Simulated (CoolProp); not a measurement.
A simple Rankine cycle with isobutane: condensing at 314.15 K, boiler at 2.65 MPa, turbine inlet 404.3 K, turbine efficiency 0.9, pump efficiency 0.8, no recuperator. Each further row changes one setting.

Values from CoolProp's reference Helmholtz-energy equation of state, Bücker 2006.

```json
[
 {"case": "as stated", "thermal efficiency (%)": "13.0", "net work (kJ/kg)": "56.1", "heat in (kJ/kg)": "433", "turbine exit temperature (K)": "348.1", "volume ratio over the turbine": "5.73"},
 {"case": "turbine inlet 424.3 K", "thermal efficiency (%)": "12.9", "net work (kJ/kg)": "63.2", "heat in (kJ/kg)": "…", "turbine exit temperature (K)": "…", "volume ratio over the turbine": "…"},
 {"case": "condensing temperature 306.15 K", "thermal efficiency (%)": "14.3", "net work (kJ/kg)": "64.6", "heat in (kJ/kg)": "453", "turbine exit temperature (K)": "…", "volume ratio over the turbine": "…"},
 {"case": "boiler pressure 1.85 MPa", "thermal efficiency (%)": "…", "net work (kJ/kg)": "49.0", "heat in (kJ/kg)": "462", "turbine exit temperature (K)": "365.8", "volume ratio over the turbine": "…"},
 {"case": "turbine efficiency 0.8", "thermal efficiency (%)": "11.4", "net work (kJ/kg)": "49.3", "heat in (kJ/kg)": "433", "turbine exit temperature (K)": "…", "volume ratio over the turbine": "5.81"}
]
```

Q: What belongs in the gaps?

A: 
- turbine inlet 424.3 K, heat in (kJ/kg): 490
- turbine inlet 424.3 K, turbine exit temperature (K): 372.2
- turbine inlet 424.3 K, volume ratio over the turbine: 5.36
- condensing temperature 306.15 K, turbine exit temperature (K): 342.1
- condensing temperature 306.15 K, volume ratio over the turbine: 7.09
- boiler pressure 1.85 MPa, thermal efficiency (%): 10.6
- boiler pressure 1.85 MPa, volume ratio over the turbine: 3.58
- turbine efficiency 0.8, turbine exit temperature (K): 351.4
